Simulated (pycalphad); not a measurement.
An equivalent pycalphad script:

```python
from pycalphad import Database, equilibrium, calculate, variables as v
import numpy as np
db = Database('COST507.tdb')
comps = ['SI', 'MG', 'VA']
phases = ['DIAMOND_A4', 'HCP_A3', 'LIQUID', 'MG2SI']
eq = equilibrium(db, comps, phases, {v.X('MG'): 0.0187, v.T: np.arange(1650, 349, -50), v.P: 101325, v.N: 1}, output=['HM', 'SM'])
```

Source of the numbers: pycalphad with the COST 507 light-alloy database (1999); pressure 1 atm. No gas phase is included, though pure Mg would boil below 1377 °C. The data set is of 1999 and partly superseded. Phase fractions are per mole of atoms. Kinetics are ignored, which matters at the lower temperatures.

Results at three of the temperatures:

```
T = 1200.00 K, P = 101325 Pa, N = 1 mol of atoms
G = -41193 J/mol, H = 21694 J/mol, S = 52.41 J/(mol K)  (SER reference)
chemical potentials (J/mol): Si -40347, Mg -85627
phase             fraction      x(Si)      x(Mg)
DIAMOND_A4          0.9719     1.0000       none
MG2SI               0.0281     0.3333     0.6667
```

```
T = 850.00 K, P = 101325 Pa, N = 1 mol of atoms
G = -24367 J/mol, H = 12447 J/mol, S = 43.31 J/(mol K)  (SER reference)
chemical potentials (J/mol): Si -23592, Mg -65023
phase             fraction      x(Si)      x(Mg)
DIAMOND_A4          0.9719     1.0000       none
MG2SI               0.0281     0.3333     0.6667
```

```
T = 600.00 K, P = 101325 Pa, N = 1 mol of atoms
G = -14571 J/mol, H = 6213 J/mol, S = 34.64 J/(mol K)  (SER reference)
chemical potentials (J/mol): Si -13847, Mg -52538
phase             fraction      x(Si)      x(Mg)
DIAMOND_A4          0.9719     1.0000       none
MG2SI               0.0281     0.3333     0.6667
```

Changes of the phase set, refined by bisection:

```tsv
T (°C)	phases above	phases below
943.5	DIAMOND_A4 + LIQUID	DIAMOND_A4 + MG2SI
```

Database names, with the compositions (at.%) that they take in these runs: MG2SI: Mg 67 Si 33. DIAMOND_A4 is diamond (Si). An entry "none" or "no" means that the model of the phase leaves that element out.
